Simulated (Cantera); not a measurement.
Input: 1 mol N2O, 0.004 mol SO2, 3.8 mol N2, at 925 °C and 0.00133 bar.

Method: chemical equilibrium by Gibbs-energy minimisation in Cantera with the NASA 1993 tables (ideal gas, pure condensed phases). Candidate condensed phases: S; 17 gas species. Kinetics and transport are ignored.

### Question
What is the equilibrium state?

### Answer
x(N2): 0.905
x(O2): 0.0942
x(SO2): 0.000752
x(NO): 0.000138
x(SO3): 2.20e-6
gas amount: 5.304 mol
log10 activity of S(l) (absent): -14.85
